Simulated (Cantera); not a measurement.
## Hydrocarbon pyrolysis for carbon deposition

An isothermal, constant-pressure homogeneous reactor starts with C₂H₆ : N₂ = 1 : 54 (molar parts), at 1000 K and 97.5 Torr.

Cantera simulation using GRI-Mech 3.0 (53 species, 325 reactions); the numbers are that mechanism's predictions, not measurements. GRI-Mech 3.0 stops at C3 and has no aromatics, soot or wall deposition, so with more carbon than oxygen in the feed, carbon stays in small species such as C2H2 where larger ones or solid carbon would form.

| t (s) | x C₂H₆ | x H₂ | x C₂H₂ | x C₂H | x H | x CH₄ |
|---|---|---|---|---|---|---|
| 2.00e-6 | 0.0182 | <1e-12 | <1e-12 | <1e-12 | <1e-12 | <1e-12 |
| 1.12e-5 | 0.0182 | <1e-12 | <1e-12 | <1e-12 | <1e-12 | <1e-12 |
| 6.26e-5 | 0.0182 | <1e-12 | <1e-12 | <1e-12 | <1e-12 | 5.60e-12 |
| 0.000350 | 0.0182 | 3.32e-11 | <1e-12 | <1e-12 | 7.99e-12 | 1.72e-10 |
| 0.00196 | 0.0182 | 6.28e-9 | <1e-12 | <1e-12 | 2.56e-10 | 4.99e-9 |
| 0.0110 | 0.0182 | 8.34e-7 | 1.88e-12 | <1e-12 | 5.47e-9 | 1.06e-7 |
| 0.0613 | 0.0181 | 4.73e-5 | 5.61e-9 | <1e-12 | 4.16e-8 | 1.39e-6 |
| 0.343 | 0.0174 | 0.000724 | 1.39e-6 | <1e-12 | 7.25e-8 | 2.20e-5 |
| 1.92 | 0.0134 | 0.00454 | 5.36e-5 | <1e-12 | 8.29e-8 | 0.000155 |
| 10.7 | 0.00264 | 0.0155 | 0.000881 | <1e-12 | 8.74e-8 | 0.000674 |
| 60.0 | 0.000132 | 0.0197 | 0.00293 | <1e-12 | 2.75e-8 | 0.000954 |
x: mole fraction; the columns are a selection and need not sum to one.

Equilibrium at this temperature and pressure: C₂H₆ 4.90e-6, H₂ 0.00967, C₂H₂ 0.00226, C₂H <1e-12, H 6.23e-10, CH₄ 0.0164 (gas phase only).
